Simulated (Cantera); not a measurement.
## SiHCl3 + C2H4 + H2 (silicon carbide growth)

Feed: 1 mol SiHCl3, 1 mol C2H4, a varied amount of H2, equilibrated at 2100 °C and 650 Pa.

These are equilibrium values from Cantera (NASA tables, ideal gas, pure condensed phases), not measurements of a reactor. Candidate condensed phases: C, C6H6, C7H8, C8H18, Si, SiC; 109 gas species. The tables' values for SiCl are old estimates; treat these amounts as uncertain. Gases not in the tables: Si2H6 and higher silanes. The numbers say what is thermodynamically allowed, not how fast it happens.

```
n(H2) (mol)   x H2    x H    x HCl      x Si      x Cl  x C2H2 (acetylene)    x SiC2    x Si2C  n C(graphite)
-----------  -----  -----  -------  --------  --------  ------------------  --------  --------  -------------
39           0.762  0.151   0.0539    0.0158   0.00765             0.00469   0.00278  0.000537           1.25
62           0.787  0.154   0.0358    0.0107   0.00500             0.00484   0.00189  0.000249          0.988
96           0.804  0.155   0.0239   0.00728   0.00330             0.00494   0.00128  0.000114          0.600
150          0.815  0.156   0.0156   0.00482   0.00214             0.00497  0.000842   4.99e-5              0
240          0.824  0.157  0.00990   0.00324   0.00135             0.00332  0.000373   1.83e-5              0
370          0.830  0.158  0.00648   0.00220  0.000880             0.00224  0.000171   6.94e-6              0
580          0.834  0.158  0.00415   0.00145  0.000563             0.00148   7.36e-5   2.44e-6              0
910          0.837  0.158  0.00266  0.000947  0.000360            0.000960   3.11e-5   8.35e-7              0
1400         0.838  0.159  0.00173  0.000624  0.000234            0.000632   1.35e-5   2.94e-7              0
```
x: gas mole fraction; n: condensed amount in mol.

From 39 mol H2 to 96 mol H2 the condensed part is C(graphite). From 150 mol H2 to 1400 mol H2 nothing is condensed. The main Si-bearing gas is Si throughout.
